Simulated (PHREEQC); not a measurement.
Dissolve 3 mol MgCl2, 2.6 mol CaCl2 and 0.2 mol KBr per kg of water at 25 °C. Closed to the air; pH follows from the charge balance.

The numbers come from PHREEQC with the Pitzer model, pitzer.dat.

```json
{
  "ionic_strength": "17.0 mol/kgw",
  "activity_of_water": "0.391",
  "density": "1.351 g/cm³",
  "osmotic_coefficient": "3.028"
}
```

```json
[
 {"species": "Cl-", "molality": "11.2", "activity": "10.8", "log γ": "-0.014"},
 {"species": "Mg+2", "molality": "3.00", "activity": "1000", "log γ": "3.800"},
 {"species": "Ca+2", "molality": "2.60", "activity": "1000", "log γ": "3.151"},
 {"species": "Br-", "molality": "0.200", "activity": "0.447", "log γ": "0.349"},
 {"species": "K+", "molality": "0.200", "activity": "0.347", "log γ": "0.240"},
 {"species": "H+", "molality": "4.77e-6", "activity": "0.00120", "log γ": "2.401"},
 {"species": "MgOH+", "molality": "4.76e-6", "activity": "9.57e-6", "log γ": "0.303"},
 {"species": "OH-", "molality": "4.26e-9", "activity": "3.30e-12", "log γ": "-3.111"}
]
```

Precipitation was switched off in this run.
